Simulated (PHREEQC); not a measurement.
A made-up water analysis in mmol/kgw, 25 °C, pH 5.87, pe 10:

| constituent | mmol/kgw |
|---|---|
| Na | 0.000454 |
| K | 0.000534 |
| Ca | 0.0032 |
| Mg | 0.000236 |
| Cl | 0.00376 |
| S(6) | 0.000551 |
| Alkalinity (meq/kgw) | 0.00285 |
| Si | 0.000215 |
| Br | 4.24e-05 |
| N(5) | 0.000194 |
| O(0) (counted as O atoms) | 5.78e-06 |

Valence states are taken as typed.

The numbers come from PHREEQC with the ion-association model, phreeqc.dat.

Each row changes one thing in this solution. This is a speciation only: nothing precipitates in the calculation.

```tsv
case	CO2 (mol/kgw)	HCO3- (mol/kgw)	CaHCO3+ (mol/kgw)	CO3-2 (mol/kgw)	HSO4- (mol/kgw)	H3SiO4- (mol/kgw)	SI of Quartz (SiO2)
as made	1.27e-5	4.20e-6	1.68e-10	1.48e-10	7.13e-11	2.36e-11	-2.69
Na from 0.000454 to 0.000908 mmol/kgw	1.27e-5	4.20e-6	1.68e-10	1.48e-10	7.13e-11	2.36e-11	-2.69
pH from 5.87 to 6.17 at the same alkalinity	5.32e-6	3.51e-6	1.41e-10	2.47e-10	3.57e-11	4.71e-11	-2.69
Cl from 0.00376 to 0.0113 mmol/kgw	1.27e-5	4.20e-6	1.68e-10	1.48e-10	7.12e-11	2.36e-11	-2.69
```
